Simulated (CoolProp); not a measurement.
Vapour-liquid equilibrium of n-hexane (1) + toluene (2) at 178.15 °C; x and y are mole fractions of (1).

Model: multi-fluid Helmholtz-energy mixture model, Thol 2019 and Lemmon 2006; pair parameters Bell 2016, in CoolProp.

```json
[
 {"x": "0.05", "bubble pressure (MPa)": "0.5502", "y at the bubble point": "0.125", "dew pressure at overall composition x (MPa)": "0.5182", "liquid density (mol/L)": "7.527"},
 {"x": "0.125", "bubble pressure (MPa)": "0.6217", "y at the bubble point": "0.270", "dew pressure at overall composition x (MPa)": "0.5500", "liquid density (mol/L)": "7.358"},
 {"x": "0.2", "bubble pressure (MPa)": "0.6878", "y at the bubble point": "0.380", "dew pressure at overall composition x (MPa)": "0.5853", "liquid density (mol/L)": "7.191"},
 {"x": "0.275", "bubble pressure (MPa)": "0.7495", "y at the bubble point": "0.470", "dew pressure at overall composition x (MPa)": "0.6247", "liquid density (mol/L)": "7.026"},
 {"x": "0.35", "bubble pressure (MPa)": "0.8078", "y at the bubble point": "0.545", "dew pressure at overall composition x (MPa)": "0.6687", "liquid density (mol/L)": "6.864"},
 {"x": "0.425", "bubble pressure (MPa)": "0.8635", "y at the bubble point": "0.611", "dew pressure at overall composition x (MPa)": "0.7177", "liquid density (mol/L)": "6.705"},
 {"x": "0.5", "bubble pressure (MPa)": "0.9173", "y at the bubble point": "0.670", "dew pressure at overall composition x (MPa)": "0.7723", "liquid density (mol/L)": "6.547"},
 {"x": "0.575", "bubble pressure (MPa)": "0.9698", "y at the bubble point": "0.725", "dew pressure at overall composition x (MPa)": "0.8327", "liquid density (mol/L)": "6.392"},
 {"x": "0.65", "bubble pressure (MPa)": "1.021", "y at the bubble point": "0.776", "dew pressure at overall composition x (MPa)": "0.8988", "liquid density (mol/L)": "6.238"},
 {"x": "0.725", "bubble pressure (MPa)": "1.072", "y at the bubble point": "0.825", "dew pressure at overall composition x (MPa)": "0.9702", "liquid density (mol/L)": "6.086"},
 {"x": "0.8", "bubble pressure (MPa)": "1.124", "y at the bubble point": "0.873", "dew pressure at overall composition x (MPa)": "1.046", "liquid density (mol/L)": "5.937"},
 {"x": "0.875", "bubble pressure (MPa)": "1.175", "y at the bubble point": "0.921", "dew pressure at overall composition x (MPa)": "1.125", "liquid density (mol/L)": "5.788"},
 {"x": "0.95", "bubble pressure (MPa)": "1.226", "y at the bubble point": "0.968", "dew pressure at overall composition x (MPa)": "1.206", "liquid density (mol/L)": "5.641"}
]
```

No azeotrope shows between x = 0.05 and 0.95.

The pair parameters rest on a limited set of measurements; away from them the model extrapolates.
